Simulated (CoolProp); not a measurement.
Vapour pressure (bar) of CF4 (R14): the reference equation beside estimates from Tc = -45.8 °C, pc = 37.62 bar, ω = 0.178. Clausius-Clapeyron is anchored at -79.15 °C with a constant enthalpy of vaporisation of 8.559 kJ/mol.

The numbers come from the reference Helmholtz-energy equation of state, Platzer 1990 in CoolProp. This equation is an older, rougher fit; its heat capacities, sound speeds and derivatives of the liquid may be far off and weren't checked against measurements.

| T (°C) | reference | Lee-Kesler | Clausius-Clapeyron | van der Waals | Redlich-Kwong | Soave-Redlich-Kwong | Peng-Robinson |
|---|---|---|---|---|---|---|---|
| -107.65 | 3.501 | 3.538 | 4.992 | 9.173 | 4.532 | 3.539 | 3.516 |
| -100.55 | 5.002 | 5.061 | 6.447 | 11.26 | 6.289 | 5.072 | 5.025 |
| -93.45 | 6.937 | 7.020 | 8.160 | 13.63 | 8.475 | 7.053 | 6.976 |
| -86.25 | 9.416 | 9.520 | 10.17 | 16.32 | 11.18 | 9.594 | 9.480 |
| -79.15 | 12.45 | 12.57 | 12.45 | 19.29 | 14.37 | 12.70 | 12.55 |
| -72.05 | 16.14 | 16.27 | 15.01 | 22.58 | 18.13 | 16.47 | 16.30 |
| -64.85 | 20.67 | 20.80 | 17.92 | 26.24 | 22.56 | 21.07 | 20.88 |
| -57.75 | 26.02 | 26.15 | 21.09 | 30.18 | 27.58 | 26.44 | 26.27 |
| -50.65 | 32.41 | 32.53 | 24.56 | 34.47 | 33.28 | 32.72 | 32.62 |

Absolute difference from the reference over all 9 rows, mean and median: Lee-Kesler 0.9 and 1.0 %, Clausius-Clapeyron 17.8 and 17.6 %, van der Waals 66.8 and 54.9 %, Redlich-Kwong 15.7 and 15.4 %, Soave-Redlich-Kwong 1.6 and 1.7 %, Peng-Robinson 0.7 and 0.7 %.
